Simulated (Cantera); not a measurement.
What does this Cantera script print?

```python
import numpy as np
import cantera as ct

gas = ct.Solution("gri30.yaml")
gas.TPX = 1573, 80000, {'CH4': 0.016, 'O2': 0.0065, 'N2': 1, 'H2': 0.098}
reactor = ct.IdealGasConstPressureReactor(gas, energy="off", clone=False)
net = ct.ReactorNet([reactor])
net.rtol, net.atol = 1e-08, 1e-18
show = ['CH4', 'O2', 'HCN', 'CO2', 'C2H', 'NO']
times = np.geomspace(6e-06, 1, 10)

steps = ct.SolutionArray(gas, extra=["t"])
rows = []
print(f"{'t/s':>10s}{'T/K':>9s}{'P/Pa':>11s}" + "".join(f"{s:>11s}" for s in show))
for t in times:
    while net.time < t:
        t_next = net.step()
        steps.append(gas.state, t=t_next)
    rows.append([np.interp(t, steps.t, y) for y in (steps.T, steps.P, *steps(*show).X.T)])
    print(f"{t:10.3e}{rows[-1][0]:9.1f}{rows[-1][1]:11.4g}" + "".join(f"{x:11.3e}" for x in rows[-1][2:]))
rate = np.gradient(steps.T, steps.t)
print("integrator steps:", len(steps.t))
if steps.T.max() > steps.T[0] + 200:
    print(f"time of steepest temperature rise: {steps.t[rate.argmax()]:.4e} s")
gas.TPX = 1573, 80000, {'CH4': 0.016, 'O2': 0.0065, 'N2': 1, 'H2': 0.098}
gas.equilibrate("TP")
print(f"equilibrium (TP): T = {gas.T:.1f} K  " + "  ".join(f"{s} {gas[s].X[0]:.3e}" for s in show))
```

Output:

```
       t/s      T/K       P/Pa        CH4         O2        HCN        CO2        C2H         NO
 6.000e-06   1573.0      8e+04  1.428e-02  5.801e-03  2.246e-18  1.549e-14  5.568e-27  8.997e-17
 2.282e-05   1573.0      8e+04  1.428e-02  5.801e-03  4.676e-17  1.382e-12  1.365e-23  1.517e-15
 8.681e-05   1573.0      8e+04  1.427e-02  5.799e-03  2.620e-15  1.976e-10  7.645e-20  3.536e-14
 3.302e-04   1573.0      8e+04  1.407e-02  5.658e-03  1.340e-10  4.663e-07  2.215e-13  4.125e-11
 1.256e-03   1573.0      8e+04  1.114e-02  2.725e-03  7.471e-08  3.853e-05  2.396e-09  8.520e-09
 4.777e-03   1573.0      8e+04  9.399e-03  6.391e-04  1.357e-07  5.946e-05  2.472e-09  1.261e-08
 1.817e-02   1573.0      8e+04  8.894e-03  1.038e-04  1.454e-07  6.160e-05  1.113e-09  1.174e-08
 6.912e-02   1573.0      8e+04  8.471e-03  2.937e-06  1.490e-07  6.071e-05  8.729e-10  9.701e-09
 2.629e-01   1573.0      8e+04  7.348e-03  1.152e-11  1.572e-07  5.763e-05  1.088e-09  5.139e-09
 1.000e+00   1573.0      8e+04  4.874e-03  2.037e-13  1.769e-07  5.469e-05  1.585e-09  6.655e-10
integrator steps: 1502
equilibrium (TP): T = 1573.0 K  CH4 6.154e-05  O2 2.264e-22  HCN 2.511e-03  CO2 1.095e-08  C2H 1.032e-11  NO 5.975e-14
```

Computed with Cantera and GRI-Mech 3.0 (53 species, 325 reactions).
